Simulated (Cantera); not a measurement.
A closed system holds: 1 mol AlCl3, 0.45 mol NH3, 520 mol H2, at 1623 K and 133 Pa.

Cantera equilibrium calculation (NASA polynomials, part measured and part estimated; ideal gas, pure solids and liquids). Candidate condensed phases: Al, AlCl3, AlN, NH4Cl; 20 gas species. Kinetics and transport are ignored.

Base state: H2 0.992, HCl 0.00382, AlCl 0.00190, H 0.00189, N2 0.000430 (mole fractions); condensed: gas only.

Question: What changes in the equilibrium state with this change: 0.42 mol H2O added?

Answer: 
```
species          before     after
-------------  --------  --------
H2                0.992     0.992
HCl             0.00382   0.00433
H               0.00189   0.00189
AlCl            0.00190   0.00138
H2O                   0   2.61e-5
N2             0.000430  0.000430
Al2O3(s), mol         0     0.135
```
Further candidate phases: Al2O3, H2O.

Question: What changes in the equilibrium state with this change: temperature from 1623 K to 1023.15 K?

Answer: 
```json
[
 {"species": "H2", "before": "0.992", "after": "0.996"},
 {"species": "HCl", "before": "0.00382", "after": "0.00262"},
 {"species": "AlCl3", "before": "1.35e-7", "after": "0.00103"},
 {"species": "H", "before": "0.00189", "after": "1.14e-7"},
 {"species": "AlCl", "before": "0.00190", "after": "1.33e-5"},
 {"species": "N2", "before": "0.000430", "after": "3.74e-8"},
 {"species": "AlCl2", "before": "7.08e-6", "after": "1.10e-5"},
 {"species": "AlN(s), mol", "before": "0", "after": "0.450"}
]
```
The tables' values for AlCl2 are old estimates; treat these amounts as uncertain.
